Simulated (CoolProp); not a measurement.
Saturation properties of n-perfluorohexane (Tc = 448.0 K, pc = 17.42 bar, ω = 0.497).

Computed with CoolProp (reference Helmholtz-energy equation of state, Gao 2022).

| T (K) | p (bar) | enthalpy of vaporisation (kJ/kg) | liquid cp (kJ/(kg K)) |
|---|---|---|---|
| 235.1 | 0.006934 | 108.7 | 0.9482 |
| 242 | 0.01181 | 107.0 | 0.9589 |
| 249 | 0.01953 | ___ | 0.9699 |
| 255.9 | ___ | 103.6 | 0.9807 |
| 262.9 | 0.04799 | 101.9 | 0.9917 |
| 269.8 | 0.07178 | 100.2 | 1.002 |
| 276.8 | 0.1052 | 98.48 | 1.013 |
| 283.7 | 0.1499 | ___ | 1.024 |
| 290.7 | 0.2100 | 95.01 | 1.035 |
| 297.6 | 0.2871 | 93.26 | 1.046 |
| 304.6 | 0.3871 | 91.45 | 1.057 |
| 311.5 | ___ | 89.63 | 1.068 |
| 318.5 | 0.6676 | 87.75 | ___ |

Problem. Some entries are withheld; supply them.

Solution. 
- 249, enthalpy of vaporisation (kJ/kg): 105.3
- 255.9, p (bar): 0.03099
- 283.7, enthalpy of vaporisation (kJ/kg): 96.76
- 311.5, p (bar): 0.5113
- 318.5, liquid cp (kJ/(kg K)): 1.079

It boils at 330.3 K under 1 atm.
